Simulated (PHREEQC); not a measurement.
Consider water at 20 °C with 0.4 mol/kgw CaCl2. Closed to the air; pH follows from the charge balance.

Computed with PHREEQC (ion-association model, phreeqc.dat).

Each row changes one thing in this solution. Precipitation was switched off in this run.

| case | pH | CaOH+ (mol/kgw) |
|---|---|---|
| as made | 6.81 | 1.30e-7 |
| CaCl2 from 0.4 to 0.44 mol/kgw | 6.80 | ? |
| temperature from 20 to 60 °C | 6.43 | ? |
| 0.0049 mol/kgw NaOH added | ? | ? |
| temperature from 20 to 80 °C | 6.23 | ? |

Question: What belongs in the gaps?

Answer: 
- CaCl2 from 0.4 to 0.44 mol/kgw, CaOH+ (mol/kgw): 1.38e-7
- temperature from 20 to 60 °C, CaOH+ (mol/kgw): 4.84e-8
- 0.0049 mol/kgw NaOH added, pH: 11.19
- 0.0049 mol/kgw NaOH added, CaOH+ (mol/kgw): 0.00307
- temperature from 20 to 80 °C, CaOH+ (mol/kgw): 2.85e-8

The ionic strength passes 0.7 mol/kgw, the rough limit of the ion-association models, in every such run. Away from 25 °C the constants follow the database's enthalpies or fits; those with neither stay at their 25 °C values.
